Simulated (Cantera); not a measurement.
Feed: 1 mol n-butane, 0.4 mol H2, at 6.60 bar.

These are equilibrium values from Cantera (NASA tables, ideal gas, pure condensed phases), not measurements of a reactor. Candidate condensed phases: C, C6H6, C7H8, C8H18; 76 gas species. Equilibrium is a limit: real reactors are often held back by kinetics, nucleation or transport. All values below are at 2375 K.

Base state: H2 0.987, C2H2 (acetylene) 0.00613, H 0.00545, CH4 0.00120, CH3 0.000122, C2H4 4.63e-5, C4H2 1.56e-5 (mole fractions); condensed: C(graphite).

Q: What changes in the equilibrium state with this change: n-butane replaced by CH3OH?

A: 
```json
[
 {"species": "H2", "before": "0.987", "after": "0.702"},
 {"species": "CO", "before": "0", "after": "0.293"},
 {"species": "H", "before": "0.00545", "after": "0.00460"},
 {"species": "C2H2 (acetylene)", "before": "0.00613", "after": "0.000105"},
 {"species": "H2O", "before": "0", "after": "0.000295"},
 {"species": "CO2", "before": "0", "after": "2.11e-5"},
 {"species": "C4H2", "before": "1.56e-5", "after": "6.45e-9"},
 {"species": "C2H4", "before": "4.63e-5", "after": "5.63e-7"},
 {"species": "C(graphite), mol", "before": "3.93", "after": "0"}
]
```
Further candidate phases: H2O.
